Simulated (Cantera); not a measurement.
Charge: 1 mol SiH4, 0.064 mol C2H2, 130 mol H2, at 1977 °C and 1.00 bar.

Equilibrium computed with Cantera from the NASA thermochemical tables; the gas is ideal and each condensed phase is pure. Candidate condensed phases: C, C6H6, C7H8, C8H18, Si, SiC; 87 gas species. Mutual solubility and eutectic melting of coexisting phases are not modelled. Gases not in the tables: Si2H6 and higher silanes. Kinetics and transport are ignored.

Question: What is the equilibrium state?

Answer: 
```
Item                                        Value
--------------------------------------  ---------
x(H2)                                       0.991
x(H)                                      0.00739
x(Si)                                    0.000592
x(SiH2)                                  0.000372
x(SiH)                                   0.000237
x(C2H2 (acetylene))                       5.15e-5
x(Si2C)                                   4.11e-5
x(CH4)                                    2.90e-5
x(Si2)                                    1.04e-5
n(Si(l))                                0.722 mol
n(SiC(s))                               0.104 mol
gas amount                              132.7 mol
log10 activity of C(graphite) (absent)      -0.90
```
